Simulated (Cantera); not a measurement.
N2O furnace oxynitridation

An isothermal, constant-pressure homogeneous reactor starts with N2O : O2 = 1 : 14 (molar parts), at 1200 K and 0.0130 bar.

Detailed kinetics in Cantera: GRI-Mech 3.0 (53 species, 325 reactions). GRI-Mech 3.0 was tuned for natural gas; its chemistry of N2O as a main component is partial and can be far from experiment. Radical loss at walls, strong at low pressure, is not modelled. The mechanism lacks 2 NO + O2 → 2 NO2 and HONO, so NO2 and the effect of NO are under-described below about 1400 K.

```
t (s)      x N2O   x O2     x NO2      x N2      x NO
--------  ------  -----  --------  --------  --------
1.00e-6   0.0667  0.933    <1e-12  2.67e-10    <1e-12
4.30e-6   0.0667  0.933    <1e-12   1.15e-9    <1e-12
1.85e-5   0.0667  0.933    <1e-12   4.95e-9  1.41e-12
7.95e-5   0.0667  0.933    <1e-12   2.14e-8  2.58e-11
0.000342  0.0667  0.933    <1e-12   9.35e-8  4.73e-10
0.00147   0.0667  0.933    <1e-12   4.29e-7   8.26e-9
0.00632   0.0667  0.933    <1e-12   2.22e-6   1.23e-7
0.0272    0.0667  0.933  7.97e-12   1.22e-5   1.15e-6
0.117     0.0666  0.933  2.09e-10   5.76e-5   6.18e-6
0.503     0.0664  0.933   3.73e-9  0.000253   2.78e-5
2.16      0.0655  0.933   4.43e-8   0.00108  0.000120
9.30      0.0617  0.933   2.77e-7   0.00453  0.000501
40.0      0.0479  0.933   1.15e-6    0.0172   0.00190
```
x: mole fraction; the columns are a selection and need not sum to one.

Equilibrium at this temperature and pressure: N2O 2.71e-10, O2 0.935, NO2 4.81e-7, N2 0.0645, NO 0.000119 (gas phase only).
